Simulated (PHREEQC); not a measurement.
## Leach liquor

A solution holds 2.5 mmol/kgw H2SO4, 6.6 mmol/kgw CuSO4 and 2.3 mmol/kgw Fe2(SO4)3, at 20 °C. Closed to the air; pH follows from the charge balance.

Equilibrium calculation in PHREEQC: ion-association model, phreeqc.dat.

Each row changes one thing in this solution. This is a speciation only: nothing precipitates in the calculation.

```
case                                                pH  ionic strength (mol/kgw)  SO4-2 (mol/kgw)  Cu+2 (mol/kgw)  CuSO4 (mol/kgw)  HSO4- (mol/kgw)
------------------------------------------------  ----  ------------------------  ---------------  --------------  ---------------  ---------------
as made                                           2.48                    0.0316          0.00808         0.00456          0.00204          0.00143
Fe2(SO4)3 from 0.0023 to 0.00046 mol/kgw          2.47                    0.0257          0.00650         0.00472          0.00188          0.00123
H2SO4 from 0.0025 to 0.0125 mol/kgw               1.84                    0.0470           0.0111         0.00439          0.00221          0.00798
Fe2(SO4)3 replaced by CdSO4 at the same molality  2.49                    0.0293          0.00723         0.00466          0.00194          0.00129
diluted 100-fold with water                       3.92                  0.000551         0.000156         6.44e-5          1.61e-6          1.53e-6
CuSO4 from 0.0066 to 0.033 mol/kgw                2.62                    0.0888           0.0218          0.0196           0.0134          0.00227
H2SO4 from 0.0025 to 0.005 mol/kgw                2.21                    0.0354          0.00889         0.00450          0.00210          0.00291
Fe2(SO4)3 replaced by MgSO4 at the same molality  2.49                    0.0298          0.00742         0.00463          0.00197          0.00131
```

Some of these states are supersaturated (in Hematite (slow to form), Goethite (slow to form), Fe(OH)3(a), for instance).
